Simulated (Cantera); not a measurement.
**Low-pressure radical oxidation in H2/O2**

An isothermal, constant-pressure homogeneous reactor starts with H2 : O2 : N2 : H2O = 0.12 : 1 : 0.15 : 0.0016 (molar parts), at 950 K and 120 Pa.

Cantera simulation using the H2/O2 subset of GRI-Mech 3.0, which has no nitrogen chemistry; the numbers are that mechanism's predictions, not measurements. Radical loss at walls, strong at low pressure, is not modelled. The temperature is held fixed by assumption; the heat of reaction is taken as removed at once.

```
t (s)         x H2   x O2      x OH   x H2O2       x O       x H
--------  --------  -----  --------  -------  --------  --------
5.00e-5     0.0944  0.786    <1e-12   <1e-12    <1e-12    <1e-12
0.000149    0.0944  0.786    <1e-12   <1e-12    <1e-12  2.22e-12
0.000442    0.0944  0.786    <1e-12   <1e-12    <1e-12  6.36e-12
0.00131     0.0944  0.786  2.84e-12   <1e-12  4.22e-12  1.82e-11
0.00390     0.0944  0.786  1.58e-11   <1e-12  3.34e-11  6.37e-11
0.0116      0.0944  0.786  1.89e-10   <1e-12  4.83e-10  6.39e-10
0.0345      0.0944  0.786   8.76e-8   <1e-12   2.28e-7   2.90e-7
0.102       0.0108  0.743   0.00303  1.77e-8    0.0231    0.0380
0.305      0.00213  0.740   0.00177  7.52e-9    0.0293    0.0272
0.905      0.00132  0.756   0.00140  9.76e-9    0.0169    0.0122
2.69      0.000344  0.771  0.000708  1.33e-8   0.00422   0.00150
8.00       3.56e-5  0.775  0.000225  1.24e-8  0.000436   4.90e-5
```
x: mole fraction; the columns are a selection and need not sum to one.

Equilibrium at this temperature and pressure: H2 6.03e-11, O2 0.776, OH 3.08e-7, H2O2 4.40e-12, O 8.13e-10, H <1e-12 (gas phase only).
